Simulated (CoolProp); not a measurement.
Saturation properties of ammonia (Tc = 405.6 K, pc = 11.36 MPa, ω = 0.256).

Values from CoolProp's reference Helmholtz-energy equation of state, Gao 2020.

```tsv
T (K)	p (MPa)	liquid cp (kJ/(kg K))	vapour viscosity (µPa s)	liquid conductivity (mW/(m K))
309.4	1.399	?	10.2	454
319.6	1.852	5.017	?	?
329.8	2.407	?	10.9	399
340.1	3.086	5.394	11.3	371
350.3	3.891	?	?	?
360.5	4.843	6.107	12.4	318
370.8	5.972	6.780	13.1	291
381	?	8.001	14.1	264
```

**Question.** Some entries are withheld; supply them.

**Answer.** 
- 309.4, liquid cp (kJ/(kg K)): 4.890
- 319.6, vapour viscosity (µPa s): 10.5
- 319.6, liquid conductivity (mW/(m K)): 426
- 329.8, liquid cp (kJ/(kg K)): 5.179
- 350.3, liquid cp (kJ/(kg K)): 5.686
- 350.3, vapour viscosity (µPa s): 11.8
- 350.3, liquid conductivity (mW/(m K)): 345
- 381, p (MPa): 7.277

It boils at 239.8 K under 1 atm.

Viscosity comes from a separate model (Fenghour 1995). Thermal conductivity comes from a separate model (Tufeu 1984).
